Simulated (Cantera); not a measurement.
A Cantera script and its output.

```python
import numpy as np
import cantera as ct

gas = ct.Solution("gri30.yaml", transport_model="mixture-averaged")
show = ['CO2', 'NO', 'OH']

rows = []
print(f"{'T/K':>7s}{'rho':>11s}{'cp':>10s}{'mu':>11s}{'lambda':>11s}{'Pr':>7s}" + "".join(f"{'D_' + s:>11s}" for s in show))
for T in [400, 550, 700, 850, 1000, 1150, 1300, 1450]:
    gas.TPX = T, 490, {'CO': 0.68}
    Pr = gas.cp_mass * gas.viscosity / gas.thermal_conductivity
    D = [gas.mix_diff_coeffs_mole[gas.species_index(s)] for s in show]
    rows.append([gas.density, gas.cp_mass, gas.viscosity, gas.thermal_conductivity, Pr, *D])
    print(f"{T:7g}{gas.density:11.4e}{gas.cp_mass:10.1f}{gas.viscosity:11.4e}"
          f"{gas.thermal_conductivity:11.4e}{Pr:7.3f}" + "".join(f"{d:11.4e}" for d in D))
print("SI units: kg/m3, J/kg/K, Pa s, W/m/K, m2/s")
```

Output:

```
    T/K        rho        cp         mu     lambda     Pr      D_CO2       D_NO       D_OH
    400 4.1268e-03    1048.7 2.1957e-05 3.1736e-02  0.726 5.4619e-03 6.9449e-03 1.0720e-02
    550 3.0013e-03    1074.4 2.7416e-05 4.1080e-02  0.717 9.5882e-03 1.1973e-02 1.8430e-02
    700 2.3582e-03    1111.5 3.2254e-05 5.0222e-02  0.714 1.4549e-02 1.7989e-02 2.7652e-02
    850 1.9420e-03    1151.8 3.6678e-05 5.9050e-02  0.715 2.0266e-02 2.4910e-02 3.8260e-02
   1000 1.6507e-03    1184.0 4.0802e-05 6.7539e-02  0.715 2.6684e-02 3.2674e-02 5.0160e-02
   1150 1.4354e-03    1211.2 4.4693e-05 7.5693e-02  0.715 3.3760e-02 4.1235e-02 6.3281e-02
   1300 1.2698e-03    1233.6 4.8398e-05 8.3525e-02  0.715 4.1463e-02 5.0554e-02 7.7567e-02
   1450 1.1384e-03    1251.8 5.1947e-05 9.1055e-02  0.714 4.9764e-02 6.0601e-02 9.2969e-02
SI units: kg/m3, J/kg/K, Pa s, W/m/K, m2/s
```

Detailed kinetics in Cantera: GRI-Mech 3.0 (53 species, 325 reactions).
